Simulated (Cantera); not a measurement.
Input: 1 mol CuF2, 8.6 mol N2, equilibrated at 75.0 Torr.

These are equilibrium values from Cantera (NASA tables, ideal gas, pure condensed phases), not measurements of a reactor. Candidate condensed phases: Cu, CuF2; 11 gas species. Equilibrium is a limit: real reactors are often held back by kinetics, nucleation or transport.

### Question
Which condensed phases are stable at each of these points (T (K)): 1125, 1225, 1325, 1425, 1525, 1625, 1725, 1825?

### Answer
```csv
T (K),condensed phases,Cu condensed (%)
1125,CuF2(l),97.3
1225,CuF2(l),85.4
1325,CuF2(l),38.5
1425,gas only,0.0
1525,gas only,0.0
1625,gas only,0.0
1725,gas only,0.0
1825,gas only,0.0
```

From 1125 K to 1325 K the condensed part is CuF2(l). From 1425 K to 1825 K nothing is condensed.
